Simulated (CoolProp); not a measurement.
Vapour-liquid equilibrium of diethyl ether (1) + acetone (2) at 10.1 bar; x and y are mole fractions of (1).

The numbers come from the multi-fluid Helmholtz-energy mixture model, Thol 2014 and Lemmon 2006; pair parameters Bell 2016 in CoolProp.

Question: Give the bubble temperature and the first vapour's composition at x = 0.15, 0.35, 0.45. Is there an azeotrope?

Answer: x = 0.15: 410.0 K, y = 0.237; x = 0.35: 402.6 K, y = 0.474; x = 0.45: 399.8 K, y = 0.566. No azeotrope shows between x = 0.05 and 0.95.

Pair parameters are fitted to limited data, so mixtures are less certain than the pure fluids.
